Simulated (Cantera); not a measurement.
An isothermal, constant-pressure homogeneous reactor starts with 2.51 % CH₄, 97.5 % H₂, at 1848 K and 750 Torr.

Cantera simulation using GRI-Mech 3.0 (53 species, 325 reactions); the numbers are that mechanism's predictions, not measurements. GRI-Mech 3.0 stops at C3 and has no aromatics, soot or wall deposition, so with more carbon than oxygen in the feed, carbon stays in small species such as C2H2 where larger ones or solid carbon would form.

x: mole fraction; the columns are a selection and need not sum to one.

```json
[
 {"t (s)": "9.00e-5", "x CH₄": "0.0249", "x H₂": "0.975", "x C₂H₆": "1.71e-6", "x C₂H₄": "4.64e-6", "x C₂H₂": "6.70e-7"},
 {"t (s)": "0.000232", "x CH₄": "0.0247", "x H₂": "0.975", "x C₂H₆": "3.54e-6", "x C₂H₄": "2.81e-5", "x C₂H₂": "2.20e-5"},
 {"t (s)": "0.000598", "x CH₄": "0.0244", "x H₂": "0.975", "x C₂H₆": "3.68e-6", "x C₂H₄": "4.40e-5", "x C₂H₂": "0.000162"},
 {"t (s)": "0.00154", "x CH₄": "0.0236", "x H₂": "0.975", "x C₂H₆": "3.45e-6", "x C₂H₄": "4.80e-5", "x C₂H₂": "0.000546"},
 {"t (s)": "0.00397", "x CH₄": "0.0218", "x H₂": "0.976", "x C₂H₆": "2.96e-6", "x C₂H₄": "5.67e-5", "x C₂H₂": "0.00143"},
 {"t (s)": "0.0102", "x CH₄": "___", "x H₂": "0.978", "x C₂H₆": "___", "x C₂H₄": "___", "x C₂H₂": "___"},
 {"t (s)": "0.0264", "x CH₄": "0.0129", "x H₂": "0.981", "x C₂H₆": "1.08e-6", "x C₂H₄": "0.000106", "x C₂H₂": "0.00578"},
 {"t (s)": "0.0680", "x CH₄": "0.00764", "x H₂": "0.983", "x C₂H₆": "4.23e-7", "x C₂H₄": "0.000141", "x C₂H₂": "0.00832"},
 {"t (s)": "0.175", "x CH₄": "0.00469", "x H₂": "0.985", "x C₂H₆": "2.02e-7", "x C₂H₄": "0.000162", "x C₂H₂": "0.00975"},
 {"t (s)": "0.452", "x CH₄": "0.00402", "x H₂": "0.985", "x C₂H₆": "1.67e-7", "x C₂H₄": "0.000167", "x C₂H₂": "0.0101"},
 {"t (s)": "1.16", "x CH₄": "0.00401", "x H₂": "0.985", "x C₂H₆": "1.67e-7", "x C₂H₄": "0.000167", "x C₂H₂": "0.0101"},
 {"t (s)": "3.00", "x CH₄": "0.00401", "x H₂": "0.985", "x C₂H₆": "1.67e-7", "x C₂H₄": "0.000167", "x C₂H₂": "0.0101"}
]
```

### Question
Complete the blanks.

### Answer

- 0.0102, x CH₄: 0.0182
- 0.0102, x C₂H₆: 2.09e-6
- 0.0102, x C₂H₄: 7.53e-5
- 0.0102, x C₂H₂: 0.00318
